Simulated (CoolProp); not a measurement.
Aqueous ethylene glycol as a coolant, at -11 °C, 1 atm.

Values from CoolProp's Melinder's fits for secondary coolants.

```csv
mass %,freezing point (°C),density (kg/m³),cp (kJ/(kg K)),conductivity (W/(m K)),Prandtl number
29.4,-14.1,1047,3.638,0.437,(withheld)
33,-17.1,1053,3.554,(withheld),62.8
36.7,-20.5,1059,3.465,0.412,(withheld)
40.3,-24.1,1065,3.378,0.400,(withheld)
43.9,(withheld),1070,(withheld),0.389,91.8
```

Question: Fill in the missing entries.

Answer: 
- 29.4, Prandtl number: 55.5
- 33, conductivity (W/(m K)): 0.425
- 36.7, Prandtl number: 71.4
- 40.3, Prandtl number: 80.9
- 43.9, freezing point (°C): -28.2
- 43.9, cp (kJ/(kg K)): 3.290
